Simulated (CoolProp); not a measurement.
Vapour-liquid equilibrium of CF4 (R14) (1) + R13 (2) at -115.05 °C; x and y are mole fractions of (1).

Values from CoolProp's multi-fluid Helmholtz-energy mixture model, Platzer 1990 and Platzer 1990; pair parameters Bell 2016. This equation is an older, rougher fit; its heat capacities, sound speeds and derivatives of the liquid may be far off and weren't checked against measurements.

Q: Give the bubble pressure and the first vapour's composition at x = 0.125, 0.425, 0.65. Is there an azeotrope?

A: x = 0.125: 0.5060 bar, y = 0.808; x = 0.425: 1.212 bar, y = 0.940; x = 0.65: 1.633 bar, y = 0.969. No azeotrope shows between x = 0.05 and 0.95.

Pair parameters are fitted to limited data, so mixtures are less certain than the pure fluids.
